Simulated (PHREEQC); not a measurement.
Solution (25 °C): 0.0032 mol NH4HF2, 0.0036 mol H2SiF6, 0.083 mol HBF4 and 8e-05 mol HCl per kg of water. Closed to the air; pH follows from the charge balance.

Equilibrium calculation in PHREEQC: ion-association model, phreeqc.dat.

```tsv
quantity	before	after
pH	1.15	1.42
ionic strength (mol/kgw)	0.0923	0.0514
HF (mol/kgw)	0.0155	0.0125
BF3OH- (mol/kgw)	0.00183	0.00113
H3BO3 (mol/kgw)	0.00179	0.00125
```

Task: What was changed between the two runs?
A) HBF4 from 0.083 to 0.0083 mol/kgw
B) HBF4 from 0.083 to 0.0415 mol/kgw
C) H2SiF6 left out
D) temperature from 25 to 15 °C

Result: B, HBF4 from 0.083 to 0.0415 mol/kgw

No solid was allowed to form. SiF6-2 is the database's only silicon fluoride. Real BF4- forms and hydrolyses slowly; the run takes it at equilibrium.
